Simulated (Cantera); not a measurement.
Input: 1 mol CH3F, 0.46 mol H2, at 0.133 bar.

These are equilibrium values from Cantera (NASA tables, ideal gas, pure condensed phases), not measurements of a reactor. Candidate condensed phases: C, C6H6, C7H8, C8H18; 95 gas species. Kinetics and transport are ignored. All values below are at 1825 K.

Base state: H2 0.593, HF 0.406, H 0.000928, C2H2 (acetylene) 0.000127, CH4 3.32e-5 (mole fractions); condensed: C(graphite).

**Question.** What changes in the equilibrium state with this change: pressure from 0.133 bar to 10.0 mbar?

**Answer.** 
```tsv
species	before	after
H2	0.593	0.591
HF	0.406	0.406
H	0.000928	0.00338
CH4	3.32e-5	2.47e-6
C2H2 (acetylene)	0.000127	0.000127
C(graphite), mol	0.999	0.999
```
